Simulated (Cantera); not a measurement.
Cantera with NASA thermochemical tables; ideal gases at 1 bar, condensed phases pure. Values are per mole of reaction as written; species without (g) are pure solids or liquids, kept so even where they would boil at 1 bar.

Problem. Between 975 and 1325 K, where is each reaction favourable under standard conditions?
- CsCl → Cs + Cl(g)
- CsCl + H(g) → Cs + HCl(g)

Solution. 
- CsCl → Cs + Cl(g): ΔG° is 417 kJ at 975 K and 374 kJ at 1325 K; it stays positive (K < 1). ΔH° is 533 kJ and ΔS° 120 J/K at 1325 K.
- CsCl + H(g) → Cs + HCl(g): ΔG° is 83 kJ at 975 K and 79 kJ at 1325 K; it stays positive (K < 1). ΔH° is 89 kJ and ΔS° 7 J/K at 1325 K.
